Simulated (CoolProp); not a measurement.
R407C at 289.9 K and 4.86 MPa flows at 2.8 m/s in a round tube of 1 mm bore and 15 µm roughness, fully developed (64/Re and Nu = 3.66 if laminar; Colebrook and Gnielinski if turbulent). Each further row changes one setting.

Values from CoolProp's reference Helmholtz-energy equation of state, Lemmon 2003. It is a pseudo-pure fit of the blend.

| case | Reynolds number | Darcy friction factor | pressure drop (Pa/m) | heat-transfer coefficient (W/(m² K)) | mass flow (kg/h) |
|---|---|---|---|---|---|
| as stated | 18500 | 0.0461 | 216000 | 13300 | 9.46 |
| velocity 5.6 m/s | 37100 | 0.0449 | 841000 | 26800 | 18.9 |
| diameter 2 mm | 37100 | 0.0363 | 85100 | 11400 | 37.8 |

Viscosity comes from a separate model (Geller 2000). Thermal conductivity comes from a separate model (Geller 2001).
